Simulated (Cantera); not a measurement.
An isothermal, constant-pressure homogeneous reactor starts with 16.4 % CH4, 83.6 % N2, at 1450 K and 0.440 bar.

Computed with Cantera and GRI-Mech 3.0 (53 species, 325 reactions). GRI-Mech 3.0 stops at C3 and has no aromatics, soot or wall deposition, so with more carbon than oxygen in the feed, carbon stays in small species such as C2H2 where larger ones or solid carbon would form.

x: mole fraction; the columns are a selection and need not sum to one.

```csv
t (s),x CH4,x C2H4,x C2H,x CH3,x HCN,x C2H6
2.00e-6,0.164,<1e-12,<1e-12,2.97e-8,<1e-12,<1e-12
6.59e-6,0.164,<1e-12,<1e-12,(withheld),<1e-12,<1e-12
2.17e-5,0.164,<1e-12,<1e-12,3.90e-7,<1e-12,6.89e-12
7.17e-5,0.164,4.45e-11,<1e-12,1.30e-6,<1e-12,2.56e-10
0.000236,0.164,1.80e-9,<1e-12,4.29e-6,<1e-12,9.19e-9
0.000779,0.164,6.36e-8,<1e-12,1.36e-5,<1e-12,3.06e-7
0.00257,0.164,1.59e-6,<1e-12,3.33e-5,<1e-12,6.76e-6
0.00847,0.164,1.82e-5,<1e-12,5.25e-5,<1e-12,4.96e-5
0.0279,0.163,0.000163,1.11e-12,8.23e-5,<1e-12,0.000179
0.0920,0.160,(withheld),2.34e-11,(withheld),4.38e-12,(withheld)
0.303,0.150,0.00185,1.88e-10,9.23e-5,4.40e-11,0.000242
1.00,0.127,0.00114,5.48e-10,6.73e-5,2.48e-10,0.000120
```

Fill in the missing entries.


- 6.59e-6, x CH3: 1.13e-7
- 0.0920, x C2H4: 0.00104
- 0.0920, x CH3: 0.000107
- 0.0920, x C2H6: 0.000336
